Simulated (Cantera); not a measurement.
**Diamond growth**

A diamond (100) surface in a fixed gas of H2 with x(CH4) = 0.004, x(H) = 0.034, at 1100 K, 0.190 bar; coverages are run to steady state.

Computed with Cantera and the Harris–Goodwin 1993 mechanism for the reconstructed diamond (100) surface.

```tsv
x(CH3)	growth (µm/h)	θ c6HH	θ c6H*	θ c6*H	θ c6**	θ c6HM
1e-06	0.151	0.511	0.0293	0.441	0.0189	1.08e-5
2.4e-06	0.362	0.511	0.0293	0.441	0.0189	2.59e-5
5.6e-06	0.844	0.511	0.0293	0.441	0.0189	6.05e-5
1.3e-05	1.96	0.511	0.0293	0.441	0.0188	0.000141
3.2e-05	4.82	0.511	0.0293	0.441	0.0188	0.000346
7.6e-05	11.4	0.510	0.0293	0.440	0.0188	0.000821
0.00018	27.0	0.509	0.0292	0.440	0.0188	0.00194
0.00043	64.2	0.507	0.0291	0.438	0.0187	0.00461
0.001	148	0.503	0.0288	0.434	0.0184	0.0106
```
θ: site fractions in the mechanism's names (c6HH fully hydrogenated, c6H* and c6*H radical sites, c6** diradical, c6HM methylated).
